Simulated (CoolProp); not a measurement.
Vapour-liquid equilibrium of diethyl ether (1) + ethanol (2) at 0.737 MPa; x and y are mole fractions of (1).

Values from CoolProp's multi-fluid Helmholtz-energy mixture model, Thol 2014 and Schroeder 2014; pair parameters Bell 2016.

```json
[
 {"x": "0.05", "bubble temperature (°C)": "135.1", "y at the bubble point": "0.135", "dew temperature at overall composition x (°C)": "137.6", "liquid density (mol/L)": "14.00"},
 {"x": "0.15", "bubble temperature (°C)": "128.1", "y at the bubble point": "0.342", "dew temperature at overall composition x (°C)": "134.6", "liquid density (mol/L)": "13.15"},
 {"x": "0.25", "bubble temperature (°C)": "122.6", "y at the bubble point": "0.486", "dew temperature at overall composition x (°C)": "131.3", "liquid density (mol/L)": "12.36"},
 {"x": "0.35", "bubble temperature (°C)": "118.4", "y at the bubble point": "0.587", "dew temperature at overall composition x (°C)": "127.8", "liquid density (mol/L)": "11.62"},
 {"x": "0.45", "bubble temperature (°C)": "115.1", "y at the bubble point": "0.662", "dew temperature at overall composition x (°C)": "124.0", "liquid density (mol/L)": "10.93"},
 {"x": "0.55", "bubble temperature (°C)": "112.5", "y at the bubble point": "0.723", "dew temperature at overall composition x (°C)": "119.9", "liquid density (mol/L)": "10.30"},
 {"x": "0.65", "bubble temperature (°C)": "110.4", "y at the bubble point": "0.778", "dew temperature at overall composition x (°C)": "115.6", "liquid density (mol/L)": "9.719"},
 {"x": "0.75", "bubble temperature (°C)": "108.6", "y at the bubble point": "0.832", "dew temperature at overall composition x (°C)": "111.5", "liquid density (mol/L)": "9.197"},
 {"x": "0.85", "bubble temperature (°C)": "107.0", "y at the bubble point": "0.891", "dew temperature at overall composition x (°C)": "108.1", "liquid density (mol/L)": "8.727"},
 {"x": "0.95", "bubble temperature (°C)": "105.8", "y at the bubble point": "0.960", "dew temperature at overall composition x (°C)": "105.9", "liquid density (mol/L)": "8.305"}
]
```

No azeotrope shows between x = 0.05 and 0.95.

Pair parameters are fitted to limited data, so mixtures are less certain than the pure fluids.
